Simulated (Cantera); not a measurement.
A perfectly stirred reactor is fed with CH3OH : O2 : N2 = 0.0023 : 0.0043 : 1 (molar parts), equivalence ratio 0.80, at 1.00 bar; it is held at 1375 K, and followed from long to short residence time.

Model: GRI-Mech 3.0 (53 species, 325 reactions), integrated in Cantera. GRI-Mech 3.0 was tuned for natural gas; its chemistry of methanol as a main component is partial and can be far from experiment.

Predict: x(CH3OH) at τ = 4.40 s; x(O2) at τ = 4.40 s; x(CO2) at τ = 4.40 s; x(CO) at τ = 4.40 s; x(CH3OH) at τ = 72.0 ms; x(O2) at τ = 72.0 ms; x(CH2) at τ = 72.0 ms; x(CO2) at τ = 72.0 ms; x(CO) at τ = 72.0 ms.


| Property | Result |
|---|---|
| x(CH3OH) at τ = 4.40 s | 2.00e-7 |
| x(O2) at τ = 4.40 s | 0.000854 |
| x(CO2) at τ = 4.40 s | 0.00226 |
| x(CO) at τ = 4.40 s | 2.18e-5 |
| x(CH3OH) at τ = 72.0 ms | 1.37e-6 |
| x(O2) at τ = 72.0 ms | 0.00102 |
| x(CH2) at τ = 72.0 ms | 1.92e-9 |
| x(CO2) at τ = 72.0 ms | 0.00202 |
| x(CO) at τ = 72.0 ms | 0.000257 |
